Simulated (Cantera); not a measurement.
A Cantera script and what it prints.

```python
import numpy as np
import cantera as ct

gas_names = """
    Fe H H2 H2S N NH NH2 NH3 N2 N2H2 N2H4 S SH SN S2 S8
""".split()
cond_names = """
    Fe(a) Fe(c) Fe(d) Fe(L) FeS(a) FeS(b) FeS(c) FeS(L) FeS2(s) S(cr1) S(cr2) S(L)
""".split()


def load(file, names, dense=False):
    # The tables refer to 1 bar. Condensed volumes are neglected.
    table = {s.name: s for s in ct.Species.list_from_file(file)}
    out = []
    for n in names:
        d = dict(table[n].input_data)
        d["thermo"] = dict(d["thermo"], **{"reference-pressure": 1e5})
        if dense:
            d["equation-of-state"] = {"model": "constant-volume", "density": "1e6 g/cm^3"}
        out.append(ct.Species.from_dict(d))
    return out


gas = ct.Solution(thermo="ideal-gas", species=load("nasa_gas.yaml", gas_names))
cond = {s.name: ct.Solution(thermo="fixed-stoichiometry", species=[s], name=s.name)
        for s in load("nasa_condensed.yaml", cond_names, dense=True)}
atoms = {
    'Fe': {'Fe': 1},
    'H2S': {'H': 2, 'S': 1},
    'N2': {'N': 2},
}
top_T = {'FeS2(s)': 1010}  # K; cautious upper limits of use, not melting points


def equilibrate(T, P, feed):
    n = {}
    for name, mol in feed.items():
        for a, k in atoms[name].items():
            n[a] = n.get(a, 0.0) + k * mol
    gas.TPX = T, P, n
    mass = sum(n.values()) * gas.mean_molecular_weight
    gas.equilibrate("TP")
    valid = [c for c in cond.values() if c.min_temp <= T <= top_T.get(c.name, c.max_temp)]
    mix = ct.Mixture([(gas, mass / gas.mean_molecular_weight)] + [(c, 0.0) for c in valid])
    mix.T, mix.P = T, P
    mix.equilibrate("TP", solver="vcs", rtol=1e-11, max_steps=5000)
    return mix


results = []
feed = {'Fe': 1, 'H2S': 0.0011, 'N2': 4}  # mol
P = 1333.22  # Pa
for T in [1075, 1100, 1125, 1150, 1175, 1200, 1225, 1250, 1275, 1300, 1325]:
    mix = equilibrate(T, P, feed)
    results.append((T, P, feed, dict(zip(mix.species_names, mix.species_moles))))

top = {s: max(r[3][s] / sum(r[3][g] for g in gas_names) for r in results) for s in gas_names}
cols = sorted((s for s in top if top[s] > 0.0001), key=lambda s: -top[s])[:7]
seen = [c for c in cond_names if any(r[3].get(c, 0) > 1e-12 for r in results)]
print("log10 of partial pressures in bar; condensed amounts in mol")
print(f"{'T/K':>10s}" + "".join(f"{s[:9]:>10s}" for s in cols + seen))
for T, P, feed, n in results:
    ng = sum(n[g] for g in gas_names)
    print(f"{T:10.4g}" + "".join(f"{np.log10(max(n[s] / ng * P / 1e5, 1e-99)):10.3f}" for s in cols)
          + "".join(f"{n.get(c, 0):10.4g}" for c in seen))
```

Result:

```
log10 of partial pressures in bar; condensed amounts in mol
       T/K        N2        H2     Fe(a)     Fe(c)    FeS(c)
      1075    -1.875    -5.437    0.9989         0  0.001097
      1100    -1.875    -5.437    0.9989         0  0.001096
      1125    -1.875    -5.437    0.9989         0  0.001094
      1150    -1.875    -5.437    0.9989         0  0.001091
      1175    -1.875    -5.438    0.9989         0  0.001085
      1200    -1.875    -5.438         0    0.9989  0.001073
      1225    -1.875    -5.438         0    0.9989  0.001053
      1250    -1.875    -5.439         0     0.999  0.001016
      1275    -1.875    -5.439         0     0.999 0.0009526
      1300    -1.875    -5.440         0    0.9992 0.0008439
      1325    -1.875    -5.440         0    0.9993 0.0006622
```

Equilibrium computed with Cantera from the NASA thermochemical tables; the gas is ideal and each condensed phase is pure. Metal and sulfide melt together well below either melting point, which pure phases cannot show. Mutual solubility and eutectic melting of coexisting phases are not modelled. FeS: taken at fixed stoichiometry.
